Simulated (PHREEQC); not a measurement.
**Leach liquor: an equilibrium model**

Make-up at 25 °C: 0.0015 mol H2SO4 and 0.0028 mol CuSO4 per kg of water. Closed to the air; pH follows from the charge balance.

All values are PHREEQC results (ion-association model, wateq4f.dat), not measurements.

This is a speciation only: nothing precipitates in the calculation.

What pH, ionic strength does the model give?

pH 2.65; ionic strength 0.0123 mol/kgw.

In which forms is Cu present?

Cu+2 79 %, CuSO4 21 % of the Cu.
